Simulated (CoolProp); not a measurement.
Vapour-liquid equilibrium of n-hexane (1) + ethylbenzene (2) at 0.627 MPa; x and y are mole fractions of (1).

Values from CoolProp's multi-fluid Helmholtz-energy mixture model, Thol 2019 and Zhou 2012; pair parameters Bell 2016.

```tsv
x	bubble temperature (K)	y at the bubble point	dew temperature at overall composition x (K)	liquid density (mol/L)
0.05	485.1	0.160	490.9	6.332
0.125	474.2	0.347	487.0	6.379
0.2	464.9	0.485	482.9	6.408
0.275	457.0	0.590	478.6	6.422
0.35	450.3	0.671	474.0	6.424
0.425	444.4	0.735	469.1	6.417
0.5	439.2	0.788	463.9	6.401
0.575	434.6	0.832	458.2	6.379
0.65	430.3	0.869	452.1	6.353
0.725	426.4	0.902	445.4	6.321
0.8	422.8	0.932	437.9	6.287
0.875	419.4	0.959	429.7	6.250
0.95	416.1	0.984	420.5	6.210
```

No azeotrope shows between x = 0.05 and 0.95.

Pair parameters are fitted to limited data, so mixtures are less certain than the pure fluids.
